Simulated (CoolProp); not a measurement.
Vapour-liquid equilibrium of carbon dioxide (1) + propylene (2) at 5.37 bar; x and y are mole fractions of (1).

Values from CoolProp's multi-fluid Helmholtz-energy mixture model, Span 1996 and Lemmon 2013; pair parameters Bell 2016.

```
x     bubble temperature, mixture model (K)  bubble temperature, Raoult's law (K)  y, mixture model  y, Raoult's law
----  -------------------------------------  ------------------------------------  ----------------  ---------------
0.05                                  259.0                                 263.0             0.312            0.246
0.2                                   239.0                                 247.9             0.701            0.623
0.35                                  229.8                                 238.3             0.820            0.788
0.5                                   225.2                                 231.4             0.873            0.878
0.65                                  222.3                                 226.2             0.906            0.932
0.8                                   220.2                                 222.0             0.937            0.968
0.95                                  218.1                                 218.5             0.979            0.993
```

The largest gap from Raoult's law is -8.9 K in bubble temperature, at x = 0.2. No azeotrope shows between x = 0.05 and 0.95.

The pair parameters rest on a limited set of measurements; away from them the model extrapolates.
